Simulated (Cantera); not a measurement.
A perfectly stirred reactor is fed with H2 : O2 : N2 = 1.4 : 1 : 0.52 (molar parts), at 0.444 atm; it is held at 1225 K, and followed from long to short residence time.

Detailed kinetics in Cantera: the H2/O2 subset of GRI-Mech 3.0, which has no nitrogen chemistry. The temperature is held fixed by assumption; the heat of reaction is taken as removed at once.

Task: What does this change do: temperature 1225 to 848 K?

Result: 
```csv
quantity,before,after
x(H2) at τ = 22.0 s,4.52e-5,0.302
x(O2) at τ = 22.0 s,0.135,0.265
x(O) at τ = 22.0 s,1.38e-6,5.11e-9
x(OH) at τ = 22.0 s,7.98e-5,6.91e-9
x(H2O) at τ = 22.0 s,0.631,0.233
x(H2) at τ = 0.100 s,0.00172,0.479
x(O2) at τ = 0.100 s,0.136,0.342
x(O) at τ = 0.100 s,7.36e-5,2.22e-10
x(OH) at τ = 0.100 s,0.000451,5.85e-11
x(H2O) at τ = 0.100 s,0.628,1.34e-5
```
Below about 950 K walls govern HO2 and H2O2 in real vessels.

Task: What does this change do: pressure from 0.444 atm to 0.987 atm?

Result: 
```
quantity                 before     after
---------------------  --------  --------
x(H2) at τ = 22.0 s     4.52e-5  0.000115
x(O2) at τ = 22.0 s       0.135     0.135
x(O) at τ = 22.0 s      1.38e-6   1.28e-7
x(OH) at τ = 22.0 s     7.98e-5   1.27e-5
x(H2O) at τ = 22.0 s      0.631     0.630
x(H2) at τ = 0.100 s    0.00172   0.00492
x(O2) at τ = 0.100 s      0.136     0.137
x(O) at τ = 0.100 s     7.36e-5   1.30e-5
x(OH) at τ = 0.100 s   0.000451   6.15e-5
x(H2O) at τ = 0.100 s     0.628     0.624
```

Task: What does this change do: O2 1 to 0.1 parts?

Result: 
| quantity | before | after |
|---|---|---|
| x(H2) at τ = 22.0 s | 4.52e-5 | 0.625 |
| x(O2) at τ = 22.0 s | 0.135 | 9.94e-6 |
| x(O) at τ = 22.0 s | 1.38e-6 | 1.28e-9 |
| x(OH) at τ = 22.0 s | 7.98e-5 | 3.46e-7 |
| x(H2O) at τ = 22.0 s | 0.631 | 0.104 |
| x(H2) at τ = 0.100 s | 0.00172 | 0.623 |
| x(O2) at τ = 0.100 s | 0.136 | 0.000150 |
| x(O) at τ = 0.100 s | 7.36e-5 | 2.82e-7 |
| x(OH) at τ = 0.100 s | 0.000451 | 5.16e-6 |
| x(H2O) at τ = 0.100 s | 0.628 | 0.104 |
